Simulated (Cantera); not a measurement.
Stirred combustor or abatement burner

A perfectly stirred reactor is fed with 6.18 % CH4, 25.8 % O2, 68.0 % N2, equivalence ratio 0.48, at 158 Torr; it is adiabatic with a 675 K inlet, and is followed from long to short residence time, starting on the burning branch (τ in s: 0.041, 0.022, 0.012, 0.0065, 0.0036, 0.0019, 0.0011, 0.00057, 0.00031, 0.00017, 9.2e-05, 5e-05).

Model: GRI-Mech 3.0 (53 species, 325 reactions), integrated in Cantera.

```tsv
τ (s)	T (K)	x CH4	x O2	x CH3	x H	x NO2	x C2H6	x H2
0.041	1943	1.54e-5	0.133	3.52e-6	0.000547	2.19e-8	1.00e-11	0.000985
0.022	1920	2.34e-5	0.133	4.96e-6	0.000916	1.18e-8	1.83e-11	0.00137
0.012	1892	3.57e-5	0.132	7.00e-6	0.00147	6.39e-9	3.45e-11	0.00184
0.0065	1858	5.62e-5	0.133	1.01e-5	0.00228	3.50e-9	7.11e-11	0.00241
0.0036	1819	9.00e-5	0.133	1.48e-5	0.00330	2.06e-9	1.58e-10	0.00302
0.0019	1772	0.000157	0.134	2.34e-5	0.00459	1.25e-9	4.35e-10	0.00370
0.0011	1729	0.000267	0.135	3.63e-5	0.00567	8.49e-10	1.21e-9	0.00427
0.00057	1673	0.000551	0.138	6.71e-5	0.00650	5.40e-10	5.51e-9	0.00491
0.00031	1615	0.00126	0.144	0.000139	0.00616	3.74e-10	3.74e-8	0.00565
0.00017	675	0.0618	0.258	<1e-12	<1e-12	<1e-12	<1e-12	<1e-12
9.2e-5	675	0.0618	0.258	<1e-12	<1e-12	<1e-12	<1e-12	<1e-12
5.0e-5	675	0.0618	0.258	<1e-12	<1e-12	<1e-12	<1e-12	<1e-12
```
x: mole fraction; the columns are a selection and need not sum to one.
